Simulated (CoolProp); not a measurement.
Vapour-liquid equilibrium of ethylene (1) + ethane (2) at 1.34 MPa; x and y are mole fractions of (1).

Model: multi-fluid Helmholtz-energy mixture model, Smukala 2000 and Bücker 2006; pair parameters Bell 2016, in CoolProp.

| x | bubble temperature, mixture model (K) | bubble temperature, Raoult's law (K) | y, mixture model | y, Raoult's law |
|---|---|---|---|---|
| 0.05 | 249.5 | 249.7 | 0.081 | 0.086 |
| 0.125 | 247.3 | 247.7 | 0.191 | 0.205 |
| 0.2 | 245.4 | 245.9 | 0.290 | 0.311 |
| 0.275 | 243.6 | 244.1 | 0.379 | 0.408 |
| 0.35 | 241.9 | 242.4 | 0.461 | 0.495 |
| 0.425 | 240.4 | 240.8 | 0.538 | 0.575 |
| 0.5 | 239.0 | 239.2 | 0.609 | 0.648 |
| 0.575 | 237.6 | 237.8 | 0.677 | 0.714 |
| 0.65 | 236.2 | 236.4 | 0.741 | 0.775 |
| 0.725 | 234.9 | 235.0 | 0.802 | 0.830 |
| 0.8 | 233.7 | 233.7 | 0.860 | 0.882 |
| 0.875 | 232.5 | 232.5 | 0.915 | 0.929 |
| 0.95 | 231.3 | 231.3 | 0.967 | 0.973 |

The largest gap from Raoult's law is -0.5 K in bubble temperature, at x = 0.275. No azeotrope shows between x = 0.05 and 0.95.

Pair parameters are fitted to limited data, so mixtures are less certain than the pure fluids.
